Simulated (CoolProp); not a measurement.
20 sccm (0 °C, 1 atm) of nitrogen bubbles through liquid n-octane at 300.7 K and leaves saturated at a total pressure of 0.008 MPa (ideal gas phase). Each further row changes one setting.

Computed with CoolProp (reference Helmholtz-energy equation of state, Beckmüller 2019).

```tsv
case	vapour pressure (kPa)	mole fraction of vapour	delivery (mg/min)	delivery (sccm)	change of delivery for a bath 1 K warmer (%)
as stated	2.16	0.270	37.7	7.40	7.9
bath temperature 305.7 K	2.83	0.354	55.8	10.9	[?]
total pressure 0.016 MPa	2.16	0.135	[?]	[?]	[?]
```

Task: Fill in the missing entries.

Result: 
- bath temperature 305.7 K, change of delivery for a bath 1 K warmer (%): 8.6
- total pressure 0.016 MPa, delivery (mg/min): 15.9
- total pressure 0.016 MPa, delivery (sccm): 3.12
- total pressure 0.016 MPa, change of delivery for a bath 1 K warmer (%): 6.6
